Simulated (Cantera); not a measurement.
Fluorocarbon and chlorocarbon gases: CCl4 + Si + H2

A closed system holds: 1 mol CCl4, 0.54 mol Si, 18 mol H2, at 10.0 mbar.

Method: chemical equilibrium by Gibbs-energy minimisation in Cantera with the NASA 1993 tables (ideal gas, pure condensed phases). Candidate condensed phases: C, C6H6, C7H8, C8H18, Si, SiC; 109 gas species. The tables' values for SiCl3 are old estimates; treat these amounts as uncertain. Kinetics and transport are ignored.

```csv
T (°C),x H2,x HCl,x SiCl4,x SiCl2,x H,x Cl,n C(graphite),n SiC(s)
827,0.810,0.186,0.00340,7.53e-5,2.33e-7,4.79e-8,0.532,0.464
927,0.802,0.197,0.000656,0.000192,1.77e-6,3.76e-7,0.479,0.519
1027,0.801,0.198,0.000139,0.000388,9.90e-6,2.07e-6,0.472,0.527
1127,0.801,0.198,3.58e-5,0.000694,4.35e-5,8.87e-6,0.476,0.524
1227,0.801,0.197,1.09e-5,0.00114,0.000158,3.13e-5,0.484,0.516
1327,0.801,0.196,3.84e-6,0.00174,0.000487,9.42e-5,0.495,0.504
1427,0.801,0.194,1.51e-6,0.00251,0.00132,0.000249,0.509,0.489
```
x: gas mole fraction; n: condensed amount in mol.

From 827 °C to 1427 °C the condensed part is C(graphite) + SiC(s). The main Si-bearing gas is SiCl4 at 827 °C and SiCl2 at 1427 °C. The share of Si in condensed phases is highest at 1027 °C (97.6 %) and lowest at 827 °C (85.9 %).
